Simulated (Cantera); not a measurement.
Mixture: CH₄ : H₂ : O₂ : N₂ : H₂O = 1 : 0.13 : 2.13 : 10.4 : 4.1 (molar parts), equivalence ratio 0.97, at 310000 Pa, adiabatic and at constant volume. Ignition delay is the time to a rise of 400 K.

Cantera simulation using GRI-Mech 3.0 (53 species, 325 reactions); the numbers are that mechanism's predictions, not measurements.

Question: At T0 = 1298 K, what is the delay, and which 5 reactions control it most (d ln τ / d ln k, from doubling and halving each rate constant)?

Answer: The delay is 2.86 ms.
| reaction | d ln τ / d ln k | faster rate |
|---|---|---|
| H + O2 <=> O + OH | -0.66 | shortens it |
| 2 CH3 (+M) <=> C2H6 (+M) | 0.62 | lengthens it |
| CH3 + HO2 <=> CH3O + OH | -0.39 | shortens it |
| CH4 + OH <=> CH3 + H2O | 0.32 | lengthens it |
| H + O2 + H2O <=> HO2 + H2O | -0.22 | shortens it |
